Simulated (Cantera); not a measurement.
A perfectly stirred reactor is fed with 17.5 % C₂H₆, 82.5 % N₂, at 1500 Pa; it is held at 1925 K, and followed from long to short residence time.

Model: GRI-Mech 3.0 (53 species, 325 reactions), integrated in Cantera. GRI-Mech 3.0 stops at C3 and has no aromatics, soot or wall deposition, so with more carbon than oxygen in the feed, carbon stays in small species such as C2H2 where larger ones or solid carbon would form. Radical loss at walls, strong at low pressure, is not modelled.

x: mole fraction; the columns are a selection and need not sum to one.

```csv
τ (s),x C₂H₆,x C₂H₂,x CH₂,x H,x H₂,x HCN,x C₂H
2.2,4.28e-6,0.128,8.07e-6,0.00289,0.254,0.00107,2.08e-5
0.88,___,0.127,___,0.00276,0.251,___,2.00e-5
0.35,2.80e-5,0.126,1.76e-5,0.00272,0.247,0.000348,1.98e-5
0.14,6.98e-5,0.124,2.60e-5,0.00275,0.241,0.000208,2.02e-5
0.056,0.000172,0.120,3.80e-5,0.00285,0.231,0.000126,2.12e-5
0.023,___,0.115,___,0.00299,0.219,___,2.26e-5
0.0090,0.00102,0.107,7.77e-5,0.00319,0.201,4.78e-5,2.43e-5
0.0036,0.00246,0.0954,0.000108,0.00337,0.178,2.95e-5,2.58e-5
0.0014,0.00611,0.0774,0.000149,0.00348,0.149,1.78e-5,2.59e-5
0.00058,0.0142,0.0545,0.000195,0.00341,0.117,1.09e-5,2.27e-5
0.00023,0.0334,0.0271,0.000235,0.00302,0.0796,5.98e-6,1.45e-5
```

Q: Fill in the missing entries.

A: 
- 0.88, x C₂H₆: 1.10e-5
- 0.88, x CH₂: 1.19e-5
- 0.88, x HCN: 0.000601
- 0.023, x C₂H₆: 0.000410
- 0.023, x CH₂: 5.43e-5
- 0.023, x HCN: 7.84e-5
